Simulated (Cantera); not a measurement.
**Low-pressure radical oxidation in H2/O2**

An isothermal, constant-pressure homogeneous reactor starts with H2 : O2 = 0.014 : 1 (molar parts), equivalence ratio 0.0070, at 1023 K and 0.0267 bar.

Computed with Cantera and the H2/O2 subset of GRI-Mech 3.0, which has no nitrogen chemistry. Radical loss at walls, strong at low pressure, is not modelled.

```json
[
 {"t (s)": "3.00e-6", "x H2": "0.0138", "x O2": "0.986", "x O": "<1e-12", "x HO2": "1.47e-12", "x H2O2": "<1e-12"},
 {"t (s)": "9.53e-6", "x H2": "0.0138", "x O2": "0.986", "x O": "<1e-12", "x HO2": "4.67e-12", "x H2O2": "<1e-12"},
 {"t (s)": "3.03e-5", "x H2": "0.0138", "x O2": "0.986", "x O": "3.38e-12", "x HO2": "1.49e-11", "x H2O2": "<1e-12"},
 {"t (s)": "9.62e-5", "x H2": "0.0138", "x O2": "0.986", "x O": "2.55e-11", "x HO2": "4.76e-11", "x H2O2": "<1e-12"},
 {"t (s)": "0.000306", "x H2": "0.0138", "x O2": "0.986", "x O": "1.72e-10", "x HO2": "1.53e-10", "x H2O2": "<1e-12"},
 {"t (s)": "0.000972", "x H2": "0.0138", "x O2": "0.986", "x O": "2.07e-9", "x HO2": "5.31e-10", "x H2O2": "<1e-12"},
 {"t (s)": "0.00309", "x H2": "0.0138", "x O2": "0.986", "x O": "6.38e-7", "x HO2": "2.01e-8", "x H2O2": "3.51e-12"},
 {"t (s)": "0.00981", "x H2": "0.000692", "x O2": "0.979", "x O": "0.00637", "x HO2": "6.74e-6", "x H2O2": "1.84e-7"},
 {"t (s)": "0.0312", "x H2": "3.19e-5", "x O2": "0.984", "x O": "0.00218", "x HO2": "2.84e-6", "x H2O2": "5.25e-8"},
 {"t (s)": "0.0990", "x H2": "5.03e-6", "x O2": "0.986", "x O": "0.000374", "x HO2": "1.14e-6", "x H2O2": "4.17e-8"},
 {"t (s)": "0.315", "x H2": "5.79e-7", "x O2": "0.986", "x O": "4.76e-5", "x HO2": "3.12e-7", "x H2O2": "2.45e-8"},
 {"t (s)": "1.00", "x H2": "6.70e-8", "x O2": "0.986", "x O": "6.27e-6", "x HO2": "6.60e-8", "x H2O2": "9.37e-9"}
]
```
x: mole fraction; the columns are a selection and need not sum to one.

Equilibrium at this temperature and pressure: H2 1.47e-11, O2 0.986, O 1.91e-9, HO2 6.41e-10, H2O2 8.47e-12 (gas phase only).
